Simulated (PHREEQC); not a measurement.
A solution holds 0.17 mol Na2S and 3.9e-05 mol HCl per kg of water, at 25 °C. Closed to the air; pH follows from the charge balance.

All values are PHREEQC results (ion-association model, wateq4f.dat), not measurements.

```json
{
  "pH": "12.64",
  "ionic_strength": "0.442 mol/kgw",
  "activity_of_water": "0.990",
  "total_alkalinity": "340 meq/kg"
}
```

| species | molality | activity | log γ |
|---|---|---|---|
| Na+ | 0.340 | 0.242 | -0.148 |
| S-2 | 0.102 | 0.0230 | -0.648 |
| HS- | 0.0677 | 0.0435 | -0.192 |
| OH- | 0.0676 | 0.0434 | -0.192 |
| Cl- | 3.90e-5 | 2.54e-5 | -0.186 |
| H2S | 7.83e-8 | 8.67e-8 | 0.044 |

This is a speciation only: nothing precipitates in the calculation. With this much S-2 the pH rests on the database's HS-/S-2 constant; if that pK is higher, the solution is more alkaline. The database's pK near 12.9 for HS-/S-2 is now thought far too low, so its S-2 is overstated. The polysulfide entries of wateq4f.dat were taken out for this run.
